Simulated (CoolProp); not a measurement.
Vapour-liquid equilibrium of CH2F2 (R32) (1) + R125 (2) at 10.55 °C; x and y are mole fractions of (1).

Model: multi-fluid Helmholtz-energy mixture model, Tillner-Roth 1997 and Lemmon 2005; pair parameters Lemmon 2004, in CoolProp.

| x | bubble pressure, mixture model (MPa) | bubble pressure, Raoult's law (MPa) | y, mixture model | y, Raoult's law |
|---|---|---|---|---|
| 0.05 | 0.9406 | 0.9336 | 0.063 | 0.060 |
| 0.15 | 0.9739 | 0.9537 | 0.183 | 0.177 |
| 0.25 | 1.005 | 0.9739 | 0.295 | 0.289 |
| 0.35 | 1.034 | 0.9940 | 0.398 | 0.396 |
| 0.45 | 1.059 | 1.014 | 0.495 | 0.499 |
| 0.55 | 1.081 | 1.034 | 0.588 | 0.598 |
| 0.65 | 1.099 | 1.055 | 0.677 | 0.694 |
| 0.75 | 1.113 | 1.075 | 0.766 | 0.785 |
| 0.85 | 1.122 | 1.095 | 0.856 | 0.873 |
| 0.95 | 1.126 | 1.115 | 0.950 | 0.959 |

The largest gap from Raoult's law is +4.5 % in bubble pressure, at x = 0.55. No azeotrope shows between x = 0.05 and 0.95.

The pair parameters rest on a limited set of measurements; away from them the model extrapolates.
